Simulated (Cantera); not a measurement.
Cantera run:

```python
import numpy as np
import cantera as ct

gas_names = """
    C CH CH2 CH3 CH2OH CH3O CH4 CH3OH CO CO2 COOH C2 C2H CHCO,ketyl C2H2,acetylene C2H2,vinylidene
    CH2CO,ketene C2H3,vinyl CH3CO,acetyl C2H4 C2H4O,ethylen CH3CHO,ethanal CH3COOH (HCOOH)2 C2H5 C2H6
    CH3OCH3 C2H5OH C2O C3 C3H3,propargyl C3H4,allene C3H4,propyne C3H4,cyclo- C3H5,allyl C3H6,propylene
    C3H6,cyclo- C3H6O C3H7,n-propyl C3H7,i-propyl C3H8 C3H8O,1propanol C3H8O,2propanol C3O2 C4 C4H2
    C4H4,1,3-cyclo- C4H6,butadiene C4H6,2-butyne C4H6,cyclo- C4H8,1-butene C4H8,cis2-buten
    C4H8,tr2-butene C4H8,isobutene C4H8,cyclo- (CH3COOH)2 C4H9,n-butyl C4H9,i-butyl C4H9,s-butyl
    C4H9,t-butyl C4H10,isobutane C4H10,n-butane C5 C5H6,1,3cyclo- C5H8,cyclo- C5H10,1-pentene
    C5H10,cyclo- C5H11,pentyl C5H11,t-pentyl C5H12,n-pentane C5H12,i-pentane CH3C(CH3)2CH3 C6H2
    C6H5,phenyl C6H5O,phenoxy C6H6 C6H5OH,phenol C6H10,cyclo- C6H12,1-hexene C6H12,cyclo- C6H13,n-hexyl
    C7H7,benzyl C7H8 C7H8O,cresol C7H14,1-heptene C7H15,n-heptyl C7H16,n-heptane C8H8,styrene
    C8H10,ethylbenz C8H16,1-octene C8H17,n-octyl C8H18,isooctane C8H18,n-octane C9H19,n-nonyl
    C10H8,naphthale C10H21,n-decyl C12H9,o-bipheny C12H10,bipheny Fe FeC5O5 FeO Fe(OH)2 H HCO HO2 H2
    HCHO,formaldehy HCOOH H2O H2O2 O OH O2 O3
""".split()
cond_names = """
    C(gr) C6H6(L) C7H8(L) C8H18(L),n-octa Fe(a) Fe(c) Fe(d) Fe(L) FeC5O5(L) FeO(s) FeO(L) Fe(OH)2(s)
    Fe(OH)3(s) Fe2O3(s) Fe3O4(s) H2O(s) H2O(L)
""".split()


def load(file, names, dense=False):
    # The tables refer to 1 bar. Condensed volumes are neglected.
    table = {s.name: s for s in ct.Species.list_from_file(file)}
    out = []
    for n in names:
        d = dict(table[n].input_data)
        d["thermo"] = dict(d["thermo"], **{"reference-pressure": 1e5})
        if dense:
            d["equation-of-state"] = {"model": "constant-volume", "density": "1e6 g/cm^3"}
        out.append(ct.Species.from_dict(d))
    return out


gas = ct.Solution(thermo="ideal-gas", species=load("nasa_gas.yaml", gas_names))
cond = {s.name: ct.Solution(thermo="fixed-stoichiometry", species=[s], name=s.name)
        for s in load("nasa_condensed.yaml", cond_names, dense=True)}
atoms = {
    'Fe2O3': {'Fe': 2, 'O': 3},
    'CH4': {'C': 1, 'H': 4},
    'H2': {'H': 2},
    'C': {'C': 1},
}
top_T = {'C(gr)': 4500, 'Fe2O3(s)': 1830, 'Fe3O4(s)': 1870}  # K; cautious upper limits of use, not melting points


def equilibrate(T, P, feed):
    n = {}
    for name, mol in feed.items():
        for a, k in atoms[name].items():
            n[a] = n.get(a, 0.0) + k * mol
    gas.TPX = T, P, n
    mass = sum(n.values()) * gas.mean_molecular_weight
    gas.equilibrate("TP")
    valid = [c for c in cond.values() if c.min_temp <= T <= top_T.get(c.name, c.max_temp)]
    mix = ct.Mixture([(gas, mass / gas.mean_molecular_weight)] + [(c, 0.0) for c in valid])
    mix.T, mix.P = T, P
    mix.equilibrate("TP", solver="vcs", rtol=1e-11, max_steps=5000)
    return mix


results = []
feed = {'Fe2O3': 1, 'CH4': 1.1, 'H2': 6.4, 'C': 3.1}  # mol
P = 1000  # Pa
for T in [1498, 1573, 1648, 1723, 1798, 1873, 1948, 2023, 2098, 2173, 2248, 2323, 2398]:
    mix = equilibrate(T, P, feed)
    results.append((T, P, feed, dict(zip(mix.species_names, mix.species_moles))))

top = {s: max(r[3][s] / sum(r[3][g] for g in gas_names) for r in results) for s in gas_names}
cols = sorted((s for s in top if top[s] > 0.0001), key=lambda s: -top[s])[:6]
seen = [c for c in cond_names if any(r[3].get(c, 0) > 1e-12 for r in results)]
print("log10 of partial pressures in bar; condensed amounts in mol")
print(f"{'T/K':>10s}" + "".join(f"{s[:9]:>10s}" for s in cols + seen))
for T, P, feed, n in results:
    ng = sum(n[g] for g in gas_names)
    print(f"{T:10.4g}" + "".join(f"{np.log10(max(n[s] / ng * P / 1e5, 1e-99)):10.3f}" for s in cols)
          + "".join(f"{n.get(c, 0):10.4g}" for c in seen))
```

Result:

```
log10 of partial pressures in bar; condensed amounts in mol
       T/K        H2        CO        Fe         H C2H2,acet     C(gr)     Fe(c)     Fe(d)     Fe(L)
      1498    -2.130    -2.587    -6.842    -5.830    -7.185       1.2         2         0         0
      1573    -2.130    -2.587    -6.182    -5.456    -6.815       1.2     1.999         0         0
      1648    -2.130    -2.588    -5.584    -5.116    -6.480     1.199     1.997         0         0
      1723    -2.131    -2.588    -5.040    -4.805    -6.175     1.198         0     1.989         0
      1798    -2.133    -2.589    -4.543    -4.520    -5.896     1.197         0     1.967         0
      1873    -2.136    -2.592    -4.102    -4.258    -5.642     1.195         0         0     1.907
      1948    -2.144    -2.598    -3.699    -4.019    -5.412     1.191         0         0     1.762
      2023    -2.160    -2.612    -3.327    -3.801    -5.209     1.185         0         0     1.422
      2098    -2.192    -2.641    -2.984    -3.608    -5.038     1.176         0         0     0.638
      2173    -2.221    -2.665    -2.841    -3.427    -4.878     1.163         0         0         0
      2248    -2.233    -2.669    -2.845    -3.251    -4.713     1.145         0         0         0
      2323    -2.250    -2.675    -2.851    -3.088    -4.565     1.122         0         0         0
      2398    -2.272    -2.682    -2.858    -2.939    -4.433     1.091         0         0         0
```

These are equilibrium values from Cantera (NASA tables, ideal gas, pure condensed phases), not measurements of a reactor. Iron dissolves carbon and melts from about 1420 K in contact with it, which pure phases cannot show. Condensed phases not in the tables: cementite and carbon dissolved in iron.
